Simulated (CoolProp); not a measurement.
Vapour-liquid equilibrium of R152A (1) + isobutene (2) at -73.25 °C; x and y are mole fractions of (1).

Computed with CoolProp (multi-fluid Helmholtz-energy mixture model, Outcalt 1996 and Lemmon 2005; pair parameters Bell 2016).

Question: Give the bubble pressure and the first vapour's composition at x = 0.05, 0.35, 0.8. Is there an azeotrope?

Answer: x = 0.05: 3.882 kPa, y = 0.334; x = 0.35: 6.354 kPa, y = 0.661; x = 0.8: 6.712 kPa, y = 0.771. y crosses x between x = 0.65 and 0.8: the model has an azeotrope there.

The pair parameters rest on a limited set of measurements; away from them the model extrapolates. With so large a gap from Raoult's law the liquid may split in two, which this calculation doesn't test in full.
